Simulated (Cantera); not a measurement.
Charge: 1 mol BaF₂, 180 mol H₂, at 0.00133 bar.

These are equilibrium values from Cantera (NASA tables, ideal gas, pure condensed phases), not measurements of a reactor. Candidate condensed phases: Ba, BaF₂; 14 gas species. Equilibrium is a limit: real reactors are often held back by kinetics, nucleation or transport.

Q: At 1527 °C, list the 6 most abundant gas species with their mole fractions, and the condensed phases.

A: H₂ 0.981, H 0.00971, HF 0.00397, BaF 0.00349, BaF₂ 0.00176, Ba 0.000242. Condensed: gas only.
